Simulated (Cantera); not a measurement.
An adiabatic, constant-volume homogeneous reactor starts with 3.69 % CH₄, 0.590 % C₂H₆, 20.1 % O₂, 75.6 % N₂, equivalence ratio 0.47, at 1050 K and 4.93 atm.

Detailed kinetics in Cantera: GRI-Mech 3.0 (53 species, 325 reactions).

Task: Predict: time of steepest temperature rise; temperature at 5.00 s; equilibrium temperature; x(O₂) at 5.00 s; x(H₂) at 5.00 s; x(NO) at 5.00 s.

Result: 
```
Quantity                                                              Result
---------------------------------  -----------------------------------------
time of steepest temperature rise                                    17.2 ms
temperature at 5.00 s                                                 2284 K
equilibrium temperature                                               2284 K
x(O₂) at 5.00 s                          0.100 (gas-phase equilibrium 0.100)
x(H₂) at 5.00 s                    0.000162 (gas-phase equilibrium 0.000162)
x(NO) at 5.00 s                        0.0103 (gas-phase equilibrium 0.0103)
```
